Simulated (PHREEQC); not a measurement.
Dissolve 0.082 mol HF, 0.0048 mol (CH3)4NF, 2.5e-05 mol H4SiO4 and 0.056 mol H2SO4 per kg of water at 25 °C. Closed to the air; pH follows from the charge balance.

Computed with PHREEQC (ion-association model, phreeqc.dat).

Each row changes one thing in this solution. No solid was allowed to form.

| case | pH | ionic strength (mol/kgw) | HSO4- (mol/kgw) | SO4-2 (mol/kgw) | F- (mol/kgw) | HF2- (mol/kgw) | SI of Quartz (SiO2) |
|---|---|---|---|---|---|---|---|
| as made | 1.25 | 0.0880 | 0.0409 | 0.0151 | 0.00132 | 0.000426 | -8.26 |
| HF from 0.082 to 0.0082 mol/kgw | 1.26 | 0.0868 | 0.0407 | 0.0153 | 0.000201 | 9.70e-6 | -3.33 |
| HF from 0.082 to 0.0902 mol/kgw | 1.25 | 0.0882 | 0.0409 | 0.0151 | 0.00144 | 0.000509 | -8.50 |
| diluted 2-fold with water | 1.50 | 0.0498 | 0.0178 | 0.0102 | 0.00110 | 0.000176 | -7.14 |
| (CH3)4NF from 0.0048 to 0.00432 mol/kgw | 1.25 | 0.0878 | 0.0410 | 0.0150 | 0.00130 | 0.000419 | -8.24 |
| temperature from 25 to 35 °C | 1.26 | 0.0837 | 0.0430 | 0.0131 | 0.00114 | 0.000394 | -7.58 |

Complexes and solids missing from the database can't appear. (CH3)4N+ isn't in the database: it is added as a free cation with an ion size of 4 Å. SiF6-2 is the database's only silicon fluoride.
